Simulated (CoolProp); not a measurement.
R236FA at several states: density (kg/m³) from the reference equation and from simpler models built on Tc = 398.1 K, pc = 31.91 bar, ω = 0.377; each cubic takes its own stable root.

Computed with CoolProp (reference Helmholtz-energy equation of state, Pan 2012).

```csv
T (K),p (bar),phase,reference
298.1,0.111,gas,0.6833
299.7,0.251,gas,1.543
236.8,15.2,liquid,1554
204.2,42.4,liquid,1648
```

Problem. How far does each simpler model (van der Waals, Redlich-Kwong) lie from the reference over these 4 states: mean and median of the absolute difference, and the worst?

Solution. 
- van der Waals: mean 20.6 %, median 20.7 %, worst -41.1 % at 236.8 K and 15.2 bar
- Redlich-Kwong: mean 6.8 %, median 6.7 %, worst -13.6 % at 236.8 K and 15.2 bar
